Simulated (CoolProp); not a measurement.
Properties of R1224YDZ along the isotherm 446.6 K (Tc = 428.7 K, pc = 3.334 MPa, ω = 0.325).

Values from CoolProp's reference Helmholtz-energy equation of state, Akasaka 2023.

```
p (MPa)          phase  speed of sound (m/s)  Joule-Thomson coefficient (K/MPa)  isothermal compressibility (1/MPa)  fugacity coefficient
-------  -------------  --------------------  ---------------------------------  ----------------------------------  --------------------
0.0527             gas                 162.2                              7.996                               19.07                0.9953
0.0999             gas                 161.6                              8.040                               10.10                0.9910
0.189              gas                 160.4                              8.124                               5.384                0.9831
0.359              gas                 158.2                              8.291                               2.882                0.9679
0.681              gas                 153.8                              8.633                               1.572                0.9395
1.29               gas                 145.0                              9.385                              0.8965                0.8865
2.45               gas                 125.7                              11.32                              0.5872                0.7878
4.64     supercritical                 96.32                              7.992                              0.4798                0.5970
8.79     supercritical                 242.2                             0.9785                             0.02774                0.3863
16.7     supercritical                 356.5                             0.1967                             0.01028                0.2813
```
